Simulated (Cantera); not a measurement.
A Cantera script and what it prints.

```python
import numpy as np
import cantera as ct

gas_names = """
    CL CL2 H HCL H2 Si SiCL SiCL2 SiCL3 SiCL4 SiH SiHCL3 SiH2 SiH2CL2 SiH3 SiH3CL SiH4 Si2 Si3
""".split()
cond_names = """
    Si(cr) Si(L)
""".split()


# ... load() reads the species with a 1 bar reference pressure and builds the phases ...
atoms = {
    'SiCl4': {'Si': 1, 'CL': 4},
    'H2': {'H': 2},
    'HCl': {'H': 1, 'CL': 1},
}
top_T = {}  # K; cautious upper limits of use, not melting points


# ... equilibrate(T, P, feed) seeds the gas with the atoms and calls Mixture.equilibrate('TP', solver="vcs", rtol=1e-11, max_steps=5000) ...
results = []
feed = {'SiCl4': 1, 'H2': 2.3, 'HCl': 2.4}  # mol
T = 623  # K
P = 96000  # Pa
mix = equilibrate(T, P, feed)
results.append((T, P, feed, dict(zip(mix.species_names, mix.species_moles))))
x = sorted(zip(gas.X, gas.species_names), reverse=True)
print(f"T = {T:g} K  P = {P:g} Pa  gas = {mix.phase_moles(0):.4g} mol")
print("   x: " + "  ".join(f"{s} {v:.3e}" for v, s in x if v > 0.001))
print("   condensed (mol): " + ("  ".join(f"{mix.phase(i).name} {mix.phase_moles(i):.4g}"
      for i in range(1, mix.n_phases) if mix.phase_moles(i) > 1e-12) or "none"))
```

Result:

```
T = 623 K  P = 96000 Pa  gas = 5.7 mol
   x: HCL 4.211e-01  H2 4.035e-01  SiCL4 1.754e-01
   condensed (mol): none
```

Equilibrium computed with Cantera from the NASA thermochemical tables; the gas is ideal and each condensed phase is pure.
